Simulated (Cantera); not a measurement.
What does this Cantera script print?

```python
import numpy as np
import cantera as ct

gas_names = """
    H HNO HNO2 HNO3 HO2 H2 H2O H2O2 N NH NH2 NH3 NH2OH NO NO2 NO3 N2 N2H2 N2H4 N2O O OH O2 O3 Si SiH
    SiH2 SiH3 SiH4 SiN SiO SiO2 Si2 Si2N Si3
""".split()
cond_names = """
    H2O(s) H2O(L) Si(cr) Si(L) SiO2(Lqz) SiO2(hqz) SiO2(L) Si2N2O(s) Si3N4(a)
""".split()


# ... load() reads the species with a 1 bar reference pressure and builds the phases ...
atoms = {
    'Si2H6': {'Si': 2, 'H': 6},
    'H2O': {'H': 2, 'O': 1},
    'N2': {'N': 2},
}
top_T = {'Si2N2O(s)': 2100, 'Si3N4(a)': 2400}  # K; cautious upper limits of use, not melting points


# ... equilibrate(T, P, feed) seeds the gas with the atoms and calls Mixture.equilibrate('TP', solver="vcs", rtol=1e-11, max_steps=5000) ...
results = []
feed = {'Si2H6': 1, 'H2O': 3.1, 'N2': 1.7}  # mol
T = 548.15  # K
P = 920  # Pa
mix = equilibrate(T, P, feed)
results.append((T, P, feed, dict(zip(mix.species_names, mix.species_moles))))
x = sorted(zip(gas.X, gas.species_names), reverse=True)
print(f"T = {T:g} K  P = {P:g} Pa  gas = {mix.phase_moles(0):.4g} mol")
print("   x: " + "  ".join(f"{s} {v:.3e}" for v, s in x if v > 1e-05))
print("   condensed (mol): " + ("  ".join(f"{mix.phase(i).name} {mix.phase_moles(i):.4g}"
      for i in range(1, mix.n_phases) if mix.phase_moles(i) > 1e-12) or "none"))
```

It prints:

```
T = 548.15 K  P = 920 Pa  gas = 7.498 mol
   x: H2 8.131e-01  N2 1.866e-01  NH3 3.193e-04
   condensed (mol): SiO2(Lqz) 1.4  Si2N2O(s) 0.3
```

Cantera equilibrium calculation (NASA polynomials, part measured and part estimated; ideal gas, pure solids and liquids). The feed counts by its element totals alone. N2 is the only nitrogen source here; it is nearly inert below about 1500 K, so the nitride shown seldom forms there in practice.
